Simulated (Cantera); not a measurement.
**Hydrocarbon pyrolysis for carbon deposition**

An isothermal, constant-pressure homogeneous reactor starts with C2H6 : N2 = 1 : 58 (molar parts), at 1050 K and 0.128 Torr.

Computed with Cantera and GRI-Mech 3.0 (53 species, 325 reactions). GRI-Mech 3.0 stops at C3 and has no aromatics, soot or wall deposition, so with more carbon than oxygen in the feed, carbon stays in small species such as C2H2 where larger ones or solid carbon would form. Radical loss at walls, strong at low pressure, is not modelled.

```tsv
t (s)	x C2H6	x CH4	x CH3	x C2H4	x HCN	x H2	x H
4.00e-6	0.0169	<1e-12	7.17e-12	<1e-12	<1e-12	<1e-12	<1e-12
3.36e-5	0.0169	<1e-12	6.03e-11	<1e-12	<1e-12	<1e-12	<1e-12
0.000283	0.0169	<1e-12	5.07e-10	<1e-12	<1e-12	<1e-12	<1e-12
0.00238	0.0169	1.25e-12	4.26e-9	<1e-12	<1e-12	<1e-12	<1e-12
0.0200	0.0169	8.76e-11	3.57e-8	4.68e-12	<1e-12	1.34e-12	3.98e-12
0.168	0.0169	6.12e-9	2.95e-7	2.54e-9	<1e-12	1.90e-9	6.44e-10
1.41	0.0169	3.92e-7	2.14e-6	1.35e-6	<1e-12	1.30e-6	4.78e-8
11.9	0.0167	2.17e-5	1.49e-5	0.000261	1.30e-11	0.000253	7.03e-7
100	0.00983	0.00118	5.00e-5	0.00615	2.55e-10	0.00600	2.11e-6
```
x: mole fraction; the columns are a selection and need not sum to one.

Equilibrium at this temperature and pressure: C2H6 3.77e-11, CH4 6.78e-5, CH3 4.18e-9, C2H4 5.75e-6, HCN 0.0209, H2 0.0327, H 1.13e-7 (gas phase only).
